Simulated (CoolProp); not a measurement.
Saturation properties of hexamethyldisiloxane (MM).

Model: reference Helmholtz-energy equation of state, Thol 2016, in CoolProp.

| T (°C) | p (bar) | liquid density (kg/m³) | vapour density (kg/m³) | surface tension (mN/m) |
|---|---|---|---|---|
| 32.65 | 0.08120 | 751.4 | [?] | 14.7 |
| 35.75 | 0.09394 | 748.1 | 0.6009 | 14.5 |
| 38.85 | [?] | 744.8 | 0.6867 | 14.2 |
| 41.95 | 0.1244 | 741.4 | 0.7822 | 13.9 |
| 45.15 | 0.1430 | 738.0 | 0.8917 | 13.7 |
| 48.25 | [?] | 734.6 | [?] | 13.4 |
| 51.35 | 0.1856 | 731.2 | 1.139 | 13.1 |
| 54.45 | 0.2105 | 727.8 | 1.282 | [?] |
| 57.55 | [?] | 724.4 | 1.439 | 12.6 |
| 60.65 | 0.2684 | 721.0 | 1.610 | 12.3 |
| 63.75 | [?] | 717.5 | 1.798 | 12.1 |
| 66.85 | 0.3385 | 714.1 | [?] | 11.8 |

Some entries are withheld; supply them.


- 32.65, vapour density (kg/m³): 0.5241
- 38.85, p (bar): 0.1083
- 48.25, p (bar): 0.1632
- 48.25, vapour density (kg/m³): 1.009
- 54.45, surface tension (mN/m): 12.9
- 57.55, p (bar): 0.2381
- 63.75, p (bar): 0.3018
- 66.85, vapour density (kg/m³): 2.003

It boils at 100.5 °C under 1 atm.

Surface tension comes from a separate correlation (Mulero 2014), older than this fluid's equation and unchecked against measurements.
